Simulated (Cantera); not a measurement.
Mixture: H2 : O2 : N2 : H2O = 1 : 0.562 : 2.11 : 0.38 (molar parts), equivalence ratio 0.89, at 100000 Pa, adiabatic and at constant pressure. Ignition delay is the time to a rise of 400 K.

Cantera simulation using the H2/O2 subset of GRI-Mech 3.0, which has no nitrogen chemistry; the numbers are that mechanism's predictions, not measurements. Below about 950 K walls govern HO2 and H2O2 in real vessels. Where the delays flatten at high temperature, the 400 K rule measures the pace of heat release, not the induction time.

Predict: delay at 875 K; delay at 1025 K; delay at 1175 K; delay at 1325 K; delay at 1475 K.


```
Property          Result
---------------  -------
delay at 875 K    1.05 s
delay at 1025 K  1.30 ms
delay at 1175 K  67.5 µs
delay at 1325 K  31.8 µs
delay at 1475 K  21.4 µs
```
